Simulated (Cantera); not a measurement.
# Si2Cl6 + HCl + H2 (silicon epitaxy and polysilicon growth)

Feed: 1 mol Si2Cl6, 0.52 mol HCl, 22 mol H2, at 82.5 Torr.

Cantera equilibrium calculation (NASA polynomials, part measured and part estimated; ideal gas, pure solids and liquids). Candidate condensed phases: Si; 19 gas species. The feed counts by its element totals alone. The tables' values for SiCl3, SiCl are old estimates; treat these amounts as uncertain. Gases not in the tables: Si2H6 and higher silanes. The numbers say what is thermodynamically allowed, not how fast it happens.

| T (K) | x H2 | x HCl | x SiCl2 | x SiCl4 | x SiCl3 | x SiHCl3 | x H | x SiH2Cl2 | n Si(s) | n Si(l) |
|---|---|---|---|---|---|---|---|---|---|---|
| 1323 | 0.845 | 0.0945 | 0.0289 | 0.0153 | 0.00900 | 0.00695 | 4.39e-6 | 0.000451 | 0.493 | 0 |
| 1373 | 0.834 | 0.105 | 0.0380 | 0.00950 | 0.00883 | 0.00477 | 9.17e-6 | 0.000355 | 0.462 | 0 |
| 1423 | 0.825 | 0.112 | 0.0459 | 0.00537 | 0.00789 | 0.00307 | 1.82e-5 | 0.000268 | 0.426 | 0 |
| 1473 | 0.820 | 0.116 | 0.0520 | 0.00286 | 0.00659 | 0.00189 | 3.45e-5 | 0.000196 | 0.393 | 0 |
| 1523 | 0.817 | 0.119 | 0.0563 | 0.00148 | 0.00528 | 0.00114 | 6.30e-5 | 0.000142 | 0.365 | 0 |
| 1573 | 0.815 | 0.120 | 0.0595 | 0.000766 | 0.00416 | 0.000692 | 0.000111 | 0.000103 | 0.342 | 0 |
| 1623 | 0.814 | 0.120 | 0.0617 | 0.000403 | 0.00327 | 0.000425 | 0.000188 | 7.54e-5 | 0.322 | 0 |
| 1673 | 0.814 | 0.120 | 0.0634 | 0.000217 | 0.00257 | 0.000265 | 0.000310 | 5.58e-5 | 0.305 | 0 |
| 1723 | 0.812 | 0.122 | 0.0633 | 0.000124 | 0.00204 | 0.000170 | 0.000495 | 4.10e-5 | 0 | 0.324 |
| 1773 | 0.810 | 0.125 | 0.0623 | 7.31e-5 | 0.00164 | 0.000111 | 0.000772 | 3.02e-5 | 0 | 0.361 |
| 1823 | 0.807 | 0.128 | 0.0612 | 4.43e-5 | 0.00132 | 7.40e-5 | 0.00117 | 2.25e-5 | 0 | 0.395 |
x: gas mole fraction; n: condensed amount in mol.

From 1323 K to 1673 K the condensed part is Si(s). From 1723 K to 1823 K the condensed part is Si(l). The main Si-bearing gas is SiCl2 throughout. The share of Si in condensed phases is highest at 1323 K (24.7 %) and lowest at 1673 K (15.2 %).
